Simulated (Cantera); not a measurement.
An isothermal, constant-pressure homogeneous reactor starts with NO : N2 = 1 : 0.14 (molar parts), at 2048 K and 0.0630 bar. Integrator tolerance rtol = 1e-08.

Computed with Cantera and GRI-Mech 3.0 (53 species, 325 reactions).

What does this change do: pressure from 0.0630 bar to 0.0130 bar?


| quantity | before | after |
|---|---|---|
| x(NO) at 20.0 s | 0.0126 (gas-phase equilibrium 0.0105) | 0.0358 (gas-phase equilibrium 0.0105) |
| x(NO2) at 20.0 s | 7.22e-6 (gas-phase equilibrium 6.03e-6) | 9.15e-6 (gas-phase equilibrium 2.72e-6) |
| x(N2) at 20.0 s | 0.554 (gas-phase equilibrium 0.555) | 0.542 (gas-phase equilibrium 0.555) |
| x(O) at 20.0 s | 0.00252 (gas-phase equilibrium 0.00252) | 0.00547 (gas-phase equilibrium 0.00554) |
| x(O2) at 20.0 s | 0.430 (gas-phase equilibrium 0.432) | 0.417 (gas-phase equilibrium 0.429) |
| x(N2O) at 20.0 s | 1.37e-7 (gas-phase equilibrium 1.24e-7) | 2.53e-7 (gas-phase equilibrium 5.62e-8) |
Radical loss at walls, strong at low pressure, is not modelled.
